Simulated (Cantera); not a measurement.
Input (Python, Cantera) and output of one run.

```python
import numpy as np
import cantera as ct

gas_names = [...]  # 123 gases of nasa_gas.yaml made of C, H, O, Si
cond_names = """
    C(gr) C6H6(L) C7H8(L) C8H18(L),n-octa H2O(s) H2O(L) Si(cr) Si(L) SiC(b) SiO2(Lqz) SiO2(hqz) SiO2(L)
""".split()


# ... load() reads the species with a 1 bar reference pressure and builds the phases ...
atoms = {
    'Si': {'Si': 1},
    'CO2': {'C': 1, 'O': 2},
    'H2': {'H': 2},
}
top_T = {'C(gr)': 4500, 'SiC(b)': 3050}  # K; cautious upper limits of use, not melting points


# ... equilibrate(T, P, feed) seeds the gas with the atoms and calls Mixture.equilibrate('TP', solver="vcs", rtol=1e-11, max_steps=5000) ...
results = []
feed = {'Si': 1, 'CO2': 0.11, 'H2': 540}  # mol
T = 1798.15  # K
P = 100000  # Pa
mix = equilibrate(T, P, feed)
results.append((T, P, feed, dict(zip(mix.species_names, mix.species_moles))))
x = sorted(zip(gas.X, gas.species_names), reverse=True)
print(f"T = {T:g} K  P = {P:g} Pa  gas = {mix.phase_moles(0):.4g} mol")
print("   x: " + "  ".join(f"{s} {v:.3e}" for v, s in x if v > 1e-06))
print("   condensed (mol): " + ("  ".join(f"{mix.phase(i).name} {mix.phase_moles(i):.4g}"
      for i in range(1, mix.n_phases) if mix.phase_moles(i) > 1e-12) or "none"))
```

It prints:

```
T = 1798.15 K  P = 100000 Pa  gas = 540.3 mol
   x: H2 9.992e-01  SiO 3.687e-04  H 3.524e-04  CO 3.805e-05  SiH2 2.952e-05  CH4 1.846e-05  SiH 3.544e-06  Si 3.091e-06  SiH4 1.128e-06
   condensed (mol): Si(L) 0.7012  SiC(b) 0.07927
```

Method: chemical equilibrium by Gibbs-energy minimisation in Cantera with the NASA 1993 tables (ideal gas, pure condensed phases). Mutual solubility and eutectic melting of coexisting phases are not modelled. Gases not in the tables: Si2H6 and higher silanes.
